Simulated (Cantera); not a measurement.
Mixture: CO : H2 : CH4 : O2 : N2 = 1 : 1.2 : 1.1 : 4.46 : 17.4 (molar parts), at 7500 Torr, adiabatic and at constant pressure. Ignition delay is the time to a rise of 400 K.

Cantera simulation using GRI-Mech 3.0 (53 species, 325 reactions); the numbers are that mechanism's predictions, not measurements.

### Question
What does this change do: constant volume in place of constant pressure?

### Answer
| quantity | before | after |
|---|---|---|
| delay at 1275 K | 80.7 µs | 71.6 µs |
| delay at 1325 K | 52.3 µs | 46.3 µs |
| delay at 1375 K | 35.8 µs | 31.7 µs |
| delay at 1425 K | 25.4 µs | 22.6 µs |
| delay at 1475 K | 18.6 µs | 16.6 µs |
| delay at 1525 K | 13.9 µs | 12.5 µs |
| delay at 1575 K | 10.6 µs | 9.57 µs |
| apparent activation energy between 1475 and 1575 K | 110 kJ/mol | 110 kJ/mol |
